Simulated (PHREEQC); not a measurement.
Dissolve 0.00092 mol/kgw H3AsO4, 0.00021 mol/kgw H2SO4 and 0.00061 mol/kgw NaCl at 25 °C. Closed to the air; pH follows from the charge balance.

Computed with PHREEQC (ion-association model, wateq4f.dat).

This is a speciation only: nothing precipitates in the calculation.

Problem. Predict the pH.

Solution. pH 2.96.

Problem. In which forms is S present?

Solution. SO4-2 91 %, HSO4- 8.5 % of the S.
